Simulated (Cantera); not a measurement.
A closed system holds: 1 mol SiHCl₃, 0.026 mol HCl, 7 mol H₂, 0.41 mol C₂H₂, at 730 Pa.

Equilibrium computed with Cantera from the NASA thermochemical tables; the gas is ideal and each condensed phase is pure. Candidate condensed phases: C, C₆H₆, C₇H₈, C₈H₁₈, Si, SiC; 109 gas species. The tables' values for SiCl, SiCl₃ are old estimates; treat these amounts as uncertain. Gases not in the tables: Si₂H₆ and higher silanes. Rates play no part. All values below are at 2148 K.

Base state: H₂ 0.664, HCl 0.261, H 0.0397, SiCl₂ 0.0190, Cl 0.0114, Si 0.00275, C₂H₂ (acetylene) 0.00127, SiCl 0.00115 (mole fractions); condensed: C(graphite) + SiC(s).

**Question.** What changes in the equilibrium state with this change: 1.5 mol CH₄ added?

**Answer.** 
| species | before | after |
|---|---|---|
| H₂ | 0.664 | 0.728 |
| HCl | 0.261 | 0.205 |
| H | 0.0397 | 0.0416 |
| SiCl₂ | 0.0190 | 0.0107 |
| Cl | 0.0114 | 0.00859 |
| SiCl₃ | 7.35e-5 | 3.13e-5 |
| SiCl | 0.00115 | 0.000864 |
| SiH₂ | 1.41e-5 | 1.54e-5 |
| C₂H₂ (acetylene) | 0.00127 | 0.00139 |
| C(graphite), mol | 0.0186 | 1.47 |
| SiC(s), mol | 0.771 | 0.808 |
